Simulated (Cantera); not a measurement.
Adiabatic ignition

An adiabatic, constant-volume homogeneous reactor starts with 6.93 % CO, 3.26 % H2, 0.354 % CH4, 18.7 % O2, 70.7 % N2, at 1473 K and 0.370 bar.

Detailed kinetics in Cantera: GRI-Mech 3.0 (53 species, 325 reactions).

```json
[
 {"t (s)": "6.00e-6", "T (K)": "1473", "P (bar)": "0.370", "x CO": "0.0693", "x H2": "0.0326", "x CH4": "0.00354", "x H": "7.58e-8", "x HO2": "6.53e-8", "x OH": "4.96e-8"},
 {"t (s)": "2.11e-5", "T (K)": "1473", "P (bar)": "0.370", "x CO": "0.0693", "x H2": "0.0326", "x CH4": "0.00354", "x H": "1.31e-6", "x HO2": "2.45e-7", "x OH": "9.93e-7"},
 {"t (s)": "7.44e-5", "T (K)": "1511", "P (bar)": "0.380", "x CO": "0.0689", "x H2": "0.0218", "x CH4": "0.00155", "x H": "0.00440", "x HO2": "5.47e-5", "x OH": "0.00323"},
 {"t (s)": "0.000262", "T (K)": "1826", "P (bar)": "0.453", "x CO": "0.0249", "x H2": "0.00271", "x CH4": "<1e-12", "x H": "0.0121", "x HO2": "7.38e-6", "x OH": "0.00848"},
 {"t (s)": "0.000923", "T (K)": "2173", "P (bar)": "0.528", "x CO": "0.0145", "x H2": "0.00148", "x CH4": "<1e-12", "x H": "0.00312", "x HO2": "3.18e-6", "x OH": "0.00939"},
 {"t (s)": "0.00325", "T (K)": "2370", "P (bar)": "0.570", "x CO": "0.00615", "x H2": "0.000555", "x CH4": "<1e-12", "x H": "0.000579", "x HO2": "3.61e-6", "x OH": "0.00685"},
 {"t (s)": "0.0114", "T (K)": "2386", "P (bar)": "0.573", "x CO": "0.00510", "x H2": "0.000460", "x CH4": "<1e-12", "x H": "0.000427", "x HO2": "3.98e-6", "x OH": "0.00630"},
 {"t (s)": "0.0403", "T (K)": "2377", "P (bar)": "0.570", "x CO": "0.00489", "x H2": "0.000444", "x CH4": "<1e-12", "x H": "0.000401", "x HO2": "3.83e-6", "x OH": "0.00609"},
 {"t (s)": "0.142", "T (K)": "2367", "P (bar)": "0.568", "x CO": "0.00466", "x H2": "0.000426", "x CH4": "<1e-12", "x H": "0.000374", "x HO2": "3.67e-6", "x OH": "0.00586"},
 {"t (s)": "0.500", "T (K)": "2365", "P (bar)": "0.567", "x CO": "0.00463", "x H2": "0.000424", "x CH4": "<1e-12", "x H": "0.000370", "x HO2": "3.65e-6", "x OH": "0.00583"}
]
```
x: mole fraction; the columns are a selection and need not sum to one.

| Quantity | Value |
|---|---|
| time of steepest temperature rise | 76.3 µs |
| temperature at 0.500 s | 2365 K |
| equilibrium temperature | 2365 K |
| x(CO) at 0.500 s | 0.00463 (gas-phase equilibrium 0.00463) |
| x(H2) at 0.500 s | 0.000424 (gas-phase equilibrium 0.000424) |
| x(CH4) at 0.500 s | <1e-12 (gas-phase equilibrium <1e-12) |
